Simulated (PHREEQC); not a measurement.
PHREEQC input (ion-association model, wateq4f.dat):

```
SOLUTION_MASTER_SPECIES
  An  An-  0  An  62.0  # stands for a non-complexing anion
SOLUTION_SPECIES
  An- = An-
    -log_k 0
    -gamma 3.0 0
PHASES
  Fix_H+
    H+ = H+
    -log_k 0
SOLUTION 1
  temp 25
  units mmol/kgw
  pH 7 charge
  S(6) 1.45
  Na 5.3
  Ag 2.6
  An 5
END
SELECTED_OUTPUT 1
  -reset false
  -pH true
  -pe true
  -ionic_strength true
  -water true
  -totals Ag Na S S(-2) S(6)
  -molalities Hfo_wOH Hfo_wOH2+ Hfo_wO- Hfo_sOH Hfo_sOH2+ Hfo_sO- Hfo_sOAg Hfo_wOAg Hfo_wSO4- Hfo_wOHSO4-2
  -saturation_indices Ag2O Ag2SO4 Mirabilite
USER_PUNCH 1
  -headings sigma psi
  10 PUNCH EDL("sigma", "Hfo"), EDL("psi", "Hfo")
PRINT
  -reset false
USE solution 1
SURFACE 1
  Hfo_wOH 0.00786517 600 3.5
  Hfo_sOH 0.000196629
EQUILIBRIUM_PHASES 1
  Fix_H+ -3 HAn 10
    -force_equality true
  O2(g) -0.68 10
END
# ... the last block is repeated for the other 12 points of pH, with NaOH or the acid as the point needs
```

Selected output (columns that matter, 13 of 13 rows; pH added in front):

```
pH	mu	Ag	Na	S	m_Hfo_wOH	m_Hfo_wOH2+	m_Hfo_wO-	m_Hfo_sOH	m_Hfo_sOH2+	m_Hfo_sO-	si_Ag2O	si_Mirabilite	sigma	psi
3	0.011315	0.0025994	0.0052999	8.7455e-08	0.00036192	0.0060527	4.9577e-07	1.1065e-05	0.00018505	1.5157e-08	-11.845	-10.826	0.21288	0.18141
3.5	0.010215	0.0025963	0.0052999	1.1908e-07	0.00084549	0.0055667	2.9418e-06	2.5442e-05	0.00016751	8.8523e-08	-10.842	-10.661	0.18124	0.17578
4	0.0095071	0.0025813	0.0052999	2.6334e-07	0.0014987	0.004906	1.0488e-05	4.1613e-05	0.00013622	2.9122e-07	-9.8442	-10.302	0.13936	0.16416
4.5	0.0089353	0.0025368	0.0052999	8.7193e-07	0.0021494	0.0042408	2.4957e-05	4.4994e-05	8.8771e-05	5.2243e-07	-8.8569	-9.7729	0.09771	0.14759
5	0.0084793	0.0024709	0.0052999	3.9694e-06	0.0026783	0.0036933	4.4494e-05	2.9468e-05	4.0636e-05	4.8955e-07	-7.8779	-9.1081	0.063776	0.12721
5.5	0.0081747	0.0024193	0.0053	2.2157e-05	0.0030834	0.0032766	6.6474e-05	1.2815e-05	1.3618e-05	2.7627e-07	-6.8951	-8.357	0.039704	0.10433
6	0.0080489	0.002374	0.0053	0.00011906	0.003502	0.0028974	9.6965e-05	4.5754e-06	3.7855e-06	1.2669e-07	-5.912	-7.6251	0.024464	0.08118
6.5	0.0081128	0.0022705	0.0053	0.00040804	0.004157	0.0023633	0.00016751	1.5671e-06	8.9091e-07	6.3149e-08	-4.9542	-7.0911	0.015796	0.061242
7	0.0081533	0.0019741	0.0053	0.00083837	0.0048289	0.0016758	0.00031876	5.7827e-07	2.0069e-07	3.8172e-08	-4.0807	-6.7783	0.01032	0.044344
7.5	0.0085197	0.0014043	0.0059171	0.0012251	0.0050219	0.0010878	0.00053108	2.5943e-07	5.6198e-08	2.7436e-08	-3.3824	-6.5212	0.0059256	0.026875
8	0.0091217	0.00077105	0.0070236	0.0014079	0.0047491	0.00077221	0.0006691	1.5031e-07	2.444e-08	2.1177e-08	-2.9077	-6.3178	0.001019	0.0046662
8.5	0.0093053	0.0003315	0.007666	0.0014446	0.0044402	0.00062642	0.00072101	1.1075e-07	1.5624e-08	1.7984e-08	-2.6422	-6.2313	-0.0048184	-0.021264
9	0.0094095	0.00012042	0.0080519	0.0014493	0.0042641	0.00052775	0.00078929	9.6534e-08	1.1947e-08	1.7868e-08	-2.5228	-6.1879	-0.012077	-0.047478
```

The oxide is taken as insoluble; below pH 4 it would dissolve.
